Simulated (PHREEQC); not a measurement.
PHREEQC input (Pitzer model, pitzer.dat):

```
SOLUTION 1
  temp 25
  units mol/kgw
  pH 7 charge
  C(4) 0.281
  Na 0.532
  S(6) 0.014
  Cl 0.0293
  K 0.0063
END
USE solution 1
INCREMENTAL_REACTIONS false
REACTION 1
  H2O -1
  0 9.886 18.011 24.689 30.178 34.689 38.397 41.444
  43.949 46.007 47.699 49.089 50.232 51.172 51.944 52.578
  53.1 53.528 53.88 54.17 moles
EQUILIBRIUM_PHASES 1
  Arcanite 0 0
  Burkeite 0 0
  Glaserite 0 0
  Halite 0 0
  Kalicinite 0 0
  Mirabilite 0 0
  Misenite 0 0
  Nahcolite 0 0
  Natron 0 0
  Sylvite 0 0
  Thenardite 0 0
  Trona 0 0
SELECTED_OUTPUT 1
  -reset false
  -pH true
  -pe true
  -ionic_strength true
  -water true
  -activities H2O
  -totals C Cl K Na S
  -molalities H+ Na+ K+ Cl- CO3-2 SO4-2 OH- HCO3- CO2 HSO4-
  -equilibrium_phases Arcanite Burkeite Glaserite Halite Kalicinite Mirabilite Misenite Nahcolite Natron Sylvite
    Thenardite Trona
PRINT
  -reset false
END
```

Selected output (columns that matter, 12 of 20 rows; water left (kg) added in front):

```
water left (kg)	pH	mu	C	Cl	K	Na	S	m_H+	m_Na+	la_H2O	Burkeite	Halite	Natron	Trona
1	10.089	0.75212	0.281	0.0293	0.0063	0.532	0.014	1.6493e-10	0.532	-0.0052784	0	0	0	0
0.675515	10.032	1.1135	0.41598	0.043374	0.0093262	0.78755	0.020725	2.0517e-10	0.78755	-0.0075917	0	0	0	0
0.555205	10.002	1.3549	0.50612	0.052773	0.011347	0.9582	0.025216	2.2942e-10	0.9582	-0.0090926	0	0	0	0
0.375045	9.9402	2.0058	0.74924	0.078124	0.016798	1.4185	0.037329	2.8619e-10	1.4185	-0.013027	0	0	0	0
0.253348	9.8764	2.9693	1.1091	0.11565	0.024867	2.0999	0.05526	3.4937e-10	2.0999	-0.018726	0	0	0	0
0.171141	9.8157	4.3957	1.6419	0.1712	0.036812	3.1085	0.081804	4.0189e-10	3.1085	-0.027315	0	0	0	0
0.140658	9.7883	5.3484	1.9978	0.20831	0.044789	3.7822	0.099532	4.1388e-10	3.7822	-0.033358	0	0	0	0
0.0947393	9.7787	7.6076	2.7995	0.30927	0.066498	5.3656	0.14777	3.6283e-10	5.3656	-0.049265	0	0	0	0.0078882
0.062306	10.096	8.7352	2.8405	0.47026	0.10111	6.0343	0.2247	1.5802e-10	6.0343	-0.058568	0	0	0	0.052009
0.0349057	10.475	10.408	2.9406	0.83941	0.18049	7.1141	0.40108	4.8186e-11	7.1141	-0.077868	0	0	0.032283	0.073036
0.0215193	10.721	11.667	2.8702	1.3616	0.29276	7.9824	0.65058	1.7489e-11	7.9824	-0.099313	0	0	0.062744	0.078246
0.00434686	12.004	16.045	4.3799	2.5504	1.4493	10.104	0.12648	4.9972e-13	10.104	-0.19308	0.0067251	0.018214	0.093318	0.080959
```

Complexes and solids missing from the database can't appear.
